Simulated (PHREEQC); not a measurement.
NaOH is added in steps, without added water, to 1 kg of water holding 0.0016 mol/kgw HF, 0.002 mol/kgw H2SiF6 and 0.003 mol/kgw HBF4, at 25 °C. Oxygen is held at 0.21 atm. The system is closed to CO2. Only these solids could form: Quartz.

Base run: PHREEQC, ion-association model, wateq4f.dat. Each further column changes one thing. The table gives H2BO3- (mol/kgw).

```tsv
NaOH added (mol)	base	all activity coefficients set to 1	database phreeqc.dat	Debye-Hückel limiting law	Davies equation for every ion
0	7.72e-11	6.60e-11	7.53e-11	7.93e-11	7.77e-11
0.00275	1.15e-10	[?]	1.12e-10	1.18e-10	1.16e-10
0.0055	2.24e-10	1.96e-10	2.19e-10	2.30e-10	2.25e-10
0.00825	7.30e-10	6.73e-10	7.18e-10	7.42e-10	7.32e-10
0.011	3.23e-9	3.11e-9	[?]	3.25e-9	3.23e-9
0.01375	1.25e-8	1.20e-8	1.24e-8	1.25e-8	1.24e-8
0.0165	2.78e-8	2.52e-8	3.87e-8	2.83e-8	2.79e-8
0.01925	5.02e-8	4.58e-8	[?]	5.12e-8	5.04e-8
0.022	9.22e-8	8.48e-8	1.82e-7	9.36e-8	9.23e-8
0.02475	2.81e-7	2.67e-7	4.52e-7	2.80e-7	2.79e-7
0.0275	0.00183	0.00183	0.00148	0.00183	0.00183
0.03025	0.00292	0.00292	0.00281	0.00292	0.00292
0.033	0.00298	0.00298	0.00298	0.00298	0.00298
```

Question: Complete the blanks.

Answer: 
- 0.00275, all activity coefficients set to 1: 9.90e-11
- 0.011, database phreeqc.dat: 3.20e-9
- 0.01925, database phreeqc.dat: 9.09e-8

SiF6-2 is the database's only silicon fluoride. Real BF4- forms and hydrolyses slowly; the run takes it at equilibrium. phreeqc.dat and wateq4f.dat share most of their constants, so their agreement is no independent check. Solids allowed in the column 'database phreeqc.dat': SiO2(a).
